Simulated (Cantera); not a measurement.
Input (Python, Cantera) and output of one run.

```python
import numpy as np
import cantera as ct

gas_names = """
    Br Br2 H HBr HO2 H2 H2O H2O2 O OH O2 O3
""".split()
cond_names = """
    Br2(cr) Br2(L) H2O(s) H2O(L)
""".split()


# ... load() reads the species with a 1 bar reference pressure and builds the phases ...
atoms = {
    'HBr': {'H': 1, 'Br': 1},
    'O2': {'O': 2},
}
top_T = {}  # K; cautious upper limits of use, not melting points


# ... equilibrate(T, P, feed) seeds the gas with the atoms and calls Mixture.equilibrate('TP', solver="vcs", rtol=1e-11, max_steps=5000) ...
results = []
feed = {'HBr': 1, 'O2': 4.8}  # mol
P = 10000  # Pa
for T in [1450, 1525, 1600, 1675, 1750, 1825, 1900, 1975, 2050, 2125, 2200, 2275]:
    mix = equilibrate(T, P, feed)
    results.append((T, P, feed, dict(zip(mix.species_names, mix.species_moles))))

top = {s: max(r[3][s] / sum(r[3][g] for g in gas_names) for r in results) for s in gas_names}
cols = sorted((s for s in top if top[s] > 0.0001), key=lambda s: -top[s])[:9]
seen = [c for c in cond_names if any(r[3].get(c, 0) > 1e-12 for r in results)]
print("log10 of partial pressures in bar; condensed amounts in mol")
print(f"{'T/K':>10s}" + "".join(f"{s[:9]:>10s}" for s in cols + seen))
for T, P, feed, n in results:
    ng = sum(n[g] for g in gas_names)
    print(f"{T:10.4g}" + "".join(f"{np.log10(max(n[s] / ng * P / 1e5, 1e-99)):10.3f}" for s in cols)
          + "".join(f"{n.get(c, 0):10.4g}" for c in seen))
```

Output:

```
log10 of partial pressures in bar; condensed amounts in mol
       T/K        O2        Br       H2O       Br2       HBr        OH         O         H        H2
      1450    -1.110    -1.964    -2.113    -2.640    -2.817    -4.967    -6.252    -8.815    -7.581
      1525    -1.114    -1.901    -2.118    -2.868    -2.808    -4.682    -5.804    -8.197    -7.141
      1600    -1.117    -1.865    -2.120    -3.114    -2.818    -4.422    -5.397    -7.635    -6.740
      1675    -1.118    -1.843    -2.121    -3.364    -2.839    -4.185    -5.026    -7.122    -6.374
      1750    -1.120    -1.831    -2.121    -3.607    -2.866    -3.967    -4.686    -6.652    -6.038
      1825    -1.121    -1.823    -2.121    -3.838    -2.894    -3.768    -4.374    -6.221    -5.729
      1900    -1.121    -1.818    -2.122    -4.055    -2.923    -3.584    -4.086    -5.824    -5.446
      1975    -1.122    -1.815    -2.124    -4.259    -2.952    -3.416    -3.820    -5.457    -5.186
      2050    -1.124    -1.812    -2.128    -4.449    -2.980    -3.261    -3.574    -5.117    -4.946
      2125    -1.125    -1.810    -2.134    -4.628    -3.008    -3.118    -3.345    -4.802    -4.725
      2200    -1.128    -1.809    -2.142    -4.797    -3.037    -2.986    -3.132    -4.510    -4.521
      2275    -1.131    -1.809    -2.154    -4.955    -3.066    -2.866    -2.933    -4.238    -4.334
```

Equilibrium computed with Cantera from the NASA thermochemical tables; the gas is ideal and each condensed phase is pure.
